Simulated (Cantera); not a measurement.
Input: 1 mol C3H6, 0.036 mol O2, 3.7 mol N2, 0.34 mol CO2, equilibrated at 1973 K and 3400000 Pa.

Method: chemical equilibrium by Gibbs-energy minimisation in Cantera with the NASA 1993 tables (ideal gas, pure condensed phases). Candidate condensed phases: C, C6H6, C7H8, C8H18, H2O; 136 gas species. The ideal-gas law is rough above about 30 bar. Equilibrium is a limit: real reactors are often held back by kinetics, nucleation or transport.

Base state: N2 0.495, H2 0.395, CO 0.101, HCN 0.00585, CH4 0.00242, HNC 0.000316, C2H2 (acetylene) 0.000253, H2O 0.000177 (mole fractions); condensed: C(graphite).

Q: What changes in the equilibrium state with this change: pressure from 3400000 Pa to 19.0 Pa?

A: 
```csv
species,before,after
N2,0.495,0.479
H2,0.395,0.358
CO,0.101,0.0980
H,0.000145,0.0586
CH4,0.00242,1.11e-8
H2O,0.000177,<1e-9
NH3,0.000125,<1e-9
C2H4,2.67e-5,<1e-9
CH3CN,1.40e-5,<1e-9
"C(graphite), mol",2.52,2.54
```
